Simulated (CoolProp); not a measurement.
Saturation properties of n-perfluorohexane (Tc = 448.0 K, pc = 1.742 MPa, ω = 0.497).

Values from CoolProp's reference Helmholtz-energy equation of state, Gao 2022.

```csv
T (K),p (MPa),liquid density (kg/m³),vapour density (kg/m³),enthalpy of vaporisation (kJ/kg),liquid cp (kJ/(kg K))
311.8,0.05173,1636,7.012,89.55,1.068
314.3,(withheld),1628,7.685,88.89,1.072
316.8,0.06266,(withheld),8.409,88.21,1.076
319.3,0.06877,1613,9.187,87.53,1.080
321.7,0.07506,(withheld),9.986,86.88,1.084
324.2,0.08209,1598,10.88,86.19,1.088
326.7,(withheld),1590,11.83,85.49,1.092
329.2,0.09769,1582,12.85,84.78,1.096
331.6,0.1060,1574,13.89,84.10,1.100
334.1,0.1151,1566,15.04,83.38,1.104
336.6,0.1249,(withheld),16.27,82.65,1.108
339.1,0.1353,1550,17.59,81.91,1.113
341.5,0.1460,1542,18.92,81.19,1.117
344,0.1577,1533,(withheld),80.44,1.121
```

Complete the blanks.


- 314.3, p (MPa): 0.05699
- 316.8, liquid density (kg/m³): 1620
- 321.7, liquid density (kg/m³): 1605
- 326.7, p (MPa): 0.08962
- 336.6, liquid density (kg/m³): 1558
- 344, vapour density (kg/m³): 20.40

It boils at 330.3 K under 1 atm.
